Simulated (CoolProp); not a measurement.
Vapour-liquid equilibrium of CH2F2 (R32) (1) + R236FA (2) at 0.402 MPa; x and y are mole fractions of (1).

Model: multi-fluid Helmholtz-energy mixture model, Tillner-Roth 1997 and Pan 2012; pair parameters Bell 2016, in CoolProp.

| x | bubble temperature (K) | y at the bubble point | dew temperature at overall composition x (K) | liquid density (mol/L) |
|---|---|---|---|---|
| 0.05 | 304.6 | 0.189 | 308.9 | 9.049 |
| 0.125 | 296.5 | 0.410 | 306.6 | 9.656 |
| 0.2 | 289.4 | 0.569 | 304.2 | 10.29 |
| 0.275 | 283.2 | 0.682 | 301.6 | 10.96 |
| 0.35 | 278.0 | 0.763 | 298.8 | 11.67 |
| 0.425 | 273.5 | 0.822 | 295.9 | 12.42 |
| 0.5 | 269.6 | 0.865 | 292.6 | 13.24 |
| 0.575 | 266.3 | 0.899 | 289.1 | 14.13 |
| 0.65 | 263.4 | 0.925 | 285.1 | 15.10 |
| 0.725 | 260.8 | 0.946 | 280.6 | 16.19 |
| 0.8 | 258.4 | 0.964 | 275.2 | 17.41 |
| 0.875 | 256.2 | 0.979 | 268.7 | 18.79 |
| 0.95 | 254.2 | 0.992 | 260.2 | 20.37 |

No azeotrope shows between x = 0.05 and 0.95.

The pair parameters rest on a limited set of measurements; away from them the model extrapolates.
